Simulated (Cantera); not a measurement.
CH₂F₂ + F₂ + H₂ (fluorocarbon and chlorocarbon gases)

Feed: 1 mol CH₂F₂, 1.9 mol F₂, 0.16 mol H₂, at 69.0 mbar.

Equilibrium computed with Cantera from the NASA thermochemical tables; the gas is ideal and each condensed phase is pure. Candidate condensed phases: C, C₆H₆, C₇H₈, C₈H₁₈; 95 gas species. Gases not in the tables: C₂F₆ and larger saturated fluorocarbons. Kinetics and transport are ignored.

```tsv
T (K)	x HF	x CF₄	x CF₂	x F	x CF₃	x CHF₃	x CF	x H	n C(graphite)
1600	0.727	0.272	0.000344	5.17e-5	7.18e-5	5.46e-6	1.98e-8	3.25e-8	0.129
1625	0.727	0.272	0.000474	7.46e-5	9.33e-5	5.74e-6	3.46e-8	4.44e-8	0.129
1650	0.727	0.272	0.000648	0.000106	0.000120	6.03e-6	5.96e-8	6.00e-8	0.129
1675	0.727	0.272	0.000876	0.000150	0.000154	6.32e-6	1.01e-7	8.04e-8	0.129
1700	0.727	0.272	0.00117	0.000210	0.000195	6.61e-6	1.68e-7	1.07e-7	0.128
1725	0.726	0.271	0.00156	0.000290	0.000246	6.91e-6	2.76e-7	1.41e-7	0.128
1750	0.726	0.271	0.00206	0.000398	0.000307	7.21e-6	4.46e-7	1.84e-7	0.127
1775	0.726	0.270	0.00269	0.000540	0.000382	7.51e-6	7.12e-7	2.40e-7	0.126
1800	0.726	0.270	0.00348	0.000727	0.000471	7.82e-6	1.12e-6	3.09e-7	0.125
1825	0.725	0.269	0.00448	0.000972	0.000578	8.12e-6	1.74e-6	3.96e-7	0.123
1850	0.724	0.268	0.00572	0.00129	0.000704	8.43e-6	2.67e-6	5.04e-7	0.121
1875	0.724	0.267	0.00725	0.00169	0.000853	8.73e-6	4.06e-6	6.37e-7	0.119
```
x: gas mole fraction; n: condensed amount in mol.

From 1600 K to 1875 K the condensed part is C(graphite). The main C-bearing gas is CF₄ throughout.
